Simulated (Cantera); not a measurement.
Input: 1 mol CS2, 0.13 mol O2, 2.5 mol H2, held at 2798.15 K and 101000 Pa.

These are equilibrium values from Cantera (NASA tables, ideal gas, pure condensed phases), not measurements of a reactor. Candidate condensed phases: C, C6H6, C7H8, C8H18, H2O, H2SO4, S; 123 gas species. Kinetics and transport are ignored.

Base state: H2 0.520, CS 0.139, S2 0.0784, CO 0.0616, H 0.0582, SH 0.0509, S 0.0374, CS2 0.0362 (mole fractions); condensed: gas only.

What changes in the equilibrium state with this change: CS2 replaced by H2S?


```json
[
 {"species": "H2", "before": "0.520", "after": "0.703"},
 {"species": "H", "before": "0.0582", "after": "0.0677"},
 {"species": "S2", "before": "0.0784", "after": "0.0611"},
 {"species": "CS", "before": "0.139", "after": "0"},
 {"species": "CO", "before": "0.0616", "after": "0"},
 {"species": "CS2", "before": "0.0362", "after": "0"},
 {"species": "H2O", "before": "3.03e-6", "after": "0.0506"},
 {"species": "H2S", "before": "0.0184", "after": "0.0219"},
 {"species": "S", "before": "0.0374", "after": "0.0330"},
 {"species": "SH", "before": "0.0509", "after": "0.0522"},
 {"species": "SO2", "before": "<1e-9", "after": "0.000526"},
 {"species": "C2H2 (acetylene)", "before": "0.000315", "after": "0"}
]
```
